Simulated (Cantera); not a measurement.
Feed: 1 mol SiH₂Cl₂, 1.7 mol NH₃, 0.51 mol H₂, at 1550 °C and 750 Torr.

Equilibrium computed with Cantera from the NASA thermochemical tables; the gas is ideal and each condensed phase is pure. Candidate condensed phases: NH₄Cl, Si, Si₃N₄; 28 gas species. The tables' values for SiCl₃, SiCl are old estimates; treat these amounts as uncertain. Equilibrium is a limit: real reactors are often held back by kinetics, nucleation or transport.

Base state: H₂ 0.636, HCl 0.211, N₂ 0.0812, SiCl₂ 0.0614, SiCl₃ 0.00742, SiCl₄ 0.00139, SiHCl₃ 0.00111, H 0.000346 (mole fractions); condensed: Si₃N₄(s).

Question: What changes in the equilibrium state with this change: pressure from 750 Torr to 1.00 Torr?

Answer: 
```
species          before    after
-------------  --------  -------
H₂                0.636    0.606
N₂               0.0812    0.142
HCl               0.211    0.139
SiCl₂            0.0614   0.0959
Si₂             2.44e-9  2.15e-5
Si              1.29e-6  0.00332
SiCl₄           0.00139  1.32e-6
SiHCl₃          0.00111  1.52e-6
SiH₂Cl₂        0.000162  3.21e-7
Si₃N₄(s), mol     0.203        0
Si(l), mol            0    0.395
```
The tables' values for SiCl, SiCl₃, SiN are old estimates; treat these amounts as uncertain. Gases not in the tables: Si₂H₆ and higher silanes.
